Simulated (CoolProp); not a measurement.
Vapour-liquid equilibrium of dimethyl ether (1) + n-butane (2) at 0.578 bar; x and y are mole fractions of (1).

Values from CoolProp's multi-fluid Helmholtz-energy mixture model, Wu 2011 and Bücker 2006; pair parameters Bell 2016.

| x | bubble temperature, mixture model (°C) | bubble temperature, Raoult's law (°C) | y, mixture model | y, Raoult's law |
|---|---|---|---|---|
| 0.05 | -18.2 | -16.3 | 0.190 | 0.125 |
| 0.2 | -25.7 | -21.2 | 0.502 | 0.408 |
| 0.35 | -29.8 | -25.3 | 0.651 | 0.601 |
| 0.5 | -32.4 | -28.6 | 0.742 | 0.739 |
| 0.65 | -34.2 | -31.5 | 0.813 | 0.842 |
| 0.8 | -35.6 | -34.0 | 0.881 | 0.920 |
| 0.95 | -36.7 | -36.3 | 0.965 | 0.982 |

The largest gap from Raoult's law is -4.5 K in bubble temperature, at x = 0.35. No azeotrope shows between x = 0.05 and 0.95.

The pair parameters rest on a limited set of measurements; away from them the model extrapolates.
